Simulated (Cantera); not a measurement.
Mixture: 13.4 % CH₄, 15.8 % O₂, 70.8 % N₂, at 101000 Pa, adiabatic and at constant pressure. Ignition delay is the time to a rise of 400 K.

Cantera simulation using GRI-Mech 3.0 (53 species, 325 reactions); the numbers are that mechanism's predictions, not measurements.

Task: Predict: delay at 1325 K; delay at 1400 K; delay at 1475 K; delay at 1550 K; delay at 1625 K; apparent activation energy between 1475 and 1625 K.

Result: delay at 1325 K: 13.2 ms
delay at 1400 K: 5.24 ms
delay at 1475 K: 2.21 ms
delay at 1550 K: 1.01 ms
delay at 1625 K: 0.500 ms
apparent activation energy between 1475 and 1625 K: 200 kJ/mol
